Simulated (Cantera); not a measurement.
Input (Python, Cantera) and output of one run.

```python
import numpy as np
import cantera as ct

gas_names = [...]  # 91 gases of nasa_gas.yaml made of C, Cl, H
cond_names = """
    C(gr) C6H6(L) C7H8(L) C8H18(L),n-octa
""".split()


# ... load() reads the species with a 1 bar reference pressure and builds the phases ...
atoms = {
    'CCl4': {'C': 1, 'CL': 4},
    'CH4': {'C': 1, 'H': 4},
}
top_T = {'C(gr)': 4500}  # K; cautious upper limits of use, not melting points


# ... equilibrate(T, P, feed) seeds the gas with the atoms and calls Mixture.equilibrate('TP', solver="vcs", rtol=1e-11, max_steps=5000) ...
results = []
feed = {'CCl4': 1, 'CH4': 1.3}  # mol
T = 1025  # K
P = 13332.2  # Pa
mix = equilibrate(T, P, feed)
results.append((T, P, feed, dict(zip(mix.species_names, mix.species_moles))))
print(gas.report(threshold=1e-06))
for i in range(1, mix.n_phases):
    print(f"{mix.phase(i).name:16s} {mix.phase_moles(i):12.5e} mol")
```

It prints:

```
       temperature   1025 K
          pressure   13332 Pa
           density   0.050018 kg/m^3
  mean mol. weight   31.973 kg/kmol
   phase of matter   gas

                          1 kg             1 kmol
                     ---------------   ---------------
          enthalpy       -1.8298e+06       -5.8504e+07  J
   internal energy       -2.0964e+06       -6.7026e+07  J
           entropy            7390.4        2.3629e+05  J/K
    Gibbs function        -9.405e+06        -3.007e+08  J
 heat capacity c_p            987.89             31586  J/K
 heat capacity c_v            727.84             23271  J/K

                      mass frac. Y      mole frac. X     chem. pot. / RT
                     ---------------   ---------------   ---------------
               CH4        8.3253e-05        0.00016592           -44.801
               HCL           0.99171           0.86971           -37.327
                H2         0.0082048           0.13012           -21.622
     [  +88 minor]        8.0092e-08          6.36e-08

C(gr)             2.29924e+00 mol
```

Method: chemical equilibrium by Gibbs-energy minimisation in Cantera with the NASA 1993 tables (ideal gas, pure condensed phases).
